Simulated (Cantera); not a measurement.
Feed: 1 mol Si2H6, 0.48 mol NO, at 2.20 mbar.

Equilibrium computed with Cantera from the NASA thermochemical tables; the gas is ideal and each condensed phase is pure. Candidate condensed phases: H2O, Si, SiO2, Si2N2O, Si3N4; 35 gas species. The feed counts by its element totals alone. The numbers say what is thermodynamically allowed, not how fast it happens. All values below are at 923 K.

Base state: H2 1.00 (mole fractions); condensed: Si(s) + SiO2(β-quartz) + Si2N2O(s).

Question: What changes in the equilibrium state with this change: Si2H6 replaced by TEOS?

Answer: 
| species | before | after |
|---|---|---|
| H2 | 1.00 | 0.786 |
| CO | 0 | 0.194 |
| N2 | <1e-9 | 0.0189 |
| H2O | <1e-9 | 0.000518 |
| CH4 | 0 | 0.000316 |
| CO2 | 0 | 0.000262 |
| Si(s), mol | 1.40 | 0 |
| SiO2(β-quartz), mol | 0.120 | 1.00 |
| Si2N2O(s), mol | 0.240 | 0 |
| C(graphite), mol | 0 | 5.53 |
Further candidate phases: C, C6H6, C7H8, C8H18, SiC.
